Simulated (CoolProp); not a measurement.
A Linde-Hampson liquefier for oxygen: isothermal reversible compression at 200 K from 1 atm to 10 MPa, throttling to 1 atm, return gas leaving the recuperator 10 K below the feed. Each further row changes one setting.

Model: reference Helmholtz-energy equation of state, Schmidt 1985, in CoolProp.

```json
[
 {"case": "as stated", "liquid yield per pass": "0.171", "compression work (kJ/kg of gas)": "223"},
 {"case": "high pressure 20 MPa", "liquid yield per pass": "[?]", "compression work (kJ/kg of gas)": "[?]"},
 {"case": "warm-end temperature 230 K", "liquid yield per pass": "[?]", "compression work (kJ/kg of gas)": "[?]"},
 {"case": "warm-end gap 15 K", "liquid yield per pass": "0.159", "compression work (kJ/kg of gas)": "223"}
]
```

Q: What belongs in the gaps?

A: 
- high pressure 20 MPa, liquid yield per pass: 0.317
- high pressure 20 MPa, compression work (kJ/kg of gas): 246
- warm-end temperature 230 K, liquid yield per pass: 0.099
- warm-end temperature 230 K, compression work (kJ/kg of gas): 264
